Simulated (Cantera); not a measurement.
## Silicon epitaxy and polysilicon growth: SiH₄ + Cl₂ + N₂

Input: 1 mol SiH₄, 0.32 mol Cl₂, 200 mol N₂, held at 1648 K and 4.10 mbar.

Equilibrium computed with Cantera from the NASA thermochemical tables; the gas is ideal and each condensed phase is pure. Candidate condensed phases: NH₄Cl, Si, Si₃N₄; 28 gas species. The numbers say what is thermodynamically allowed, not how fast it happens.

```json
{
  "x(N₂)": "0.988",
  "x(H₂)": "0.00881",
  "x(HCl)": "0.00209",
  "x(SiCl₂)": "0.000527",
  "x(H)": "0.000131",
  "x(Cl)": "2.42e-5",
  "x(Si)": "1.89e-5",
  "x(SiCl)": "6.22e-6",
  "n(Si₃N₄(s))": "0.296 mol",
  "gas_amount": "201.7 mol",
  "log10 activity of Si(s) (absent)": "-0.52"
}
```
